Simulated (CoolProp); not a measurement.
Vapour-liquid equilibrium of R124 (1) + R142b (2) at 19.2 bar; x and y are mole fractions of (1).

Computed with CoolProp (multi-fluid Helmholtz-energy mixture model, de Vries 1995 and Lemmon 2006; pair parameters Bell 2016).

Task: Give the bubble temperature and the first vapour's composition at x = 0.15, 0.35, 0.75. Is there an azeotrope?

Result: x = 0.15: 368.4 K, y = 0.158; x = 0.35: 367.3 K, y = 0.365; x = 0.75: 364.7 K, y = 0.767. No azeotrope shows between x = 0.05 and 0.95.

The pair parameters rest on a limited set of measurements; away from them the model extrapolates.
